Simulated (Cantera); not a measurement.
A perfectly stirred reactor is fed with H2 : O2 : N2 : H2O = 1 : 0.278 : 1.04 : 0.29 (molar parts), equivalence ratio 1.8, at 0.540 bar; it is adiabatic with a 625 K inlet, and is followed from long to short residence time, starting on the burning branch (τ in s: 0.11, 0.034, 0.011, 0.0035, 0.0011, 0.00035, 0.00011, 3.5e-05, 1.1e-05, 3.6e-06).

Model: the H2/O2 subset of GRI-Mech 3.0, which has no nitrogen chemistry, integrated in Cantera.

One state of this run: T (K) = 2059; x H2 = 0.184; x O2 = 0.000251; x H2O = 0.356; x O = 0.000193; x OH = 0.00324. x: mole fraction; the columns are a selection and need not sum to one.

Which value of τ (s) does it belong to?
A) 0.00035
B) 0.011
C) 1.1e-5
D) 3.6e-6

B, 0.011
